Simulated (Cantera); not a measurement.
A perfectly stirred reactor is fed with CO : O₂ : H₂O : N₂ = 0.0081 : 0.0059 : 0.005 : 1 (molar parts), equivalence ratio 0.69, at 7.40 bar; it is held at 1050 K, and followed from long to short residence time.

Model: GRI-Mech 3.0 (53 species, 325 reactions), integrated in Cantera.

One state of this run: x CO = 0.00242; x O₂ = 0.00303; x H₂O = 0.00491; x CO₂ = 0.00555; x NO₂ = 4.71e-9; x H₂O₂ = 1.09e-7; x H₂ = 1.01e-5. x: mole fraction; the columns are a selection and need not sum to one.

**Question.** Which value of τ (s) does it belong to?
(A) 1.3
(B) 0.018
(C) 0.56
(D) 3.2

**Answer.** D, 3.2
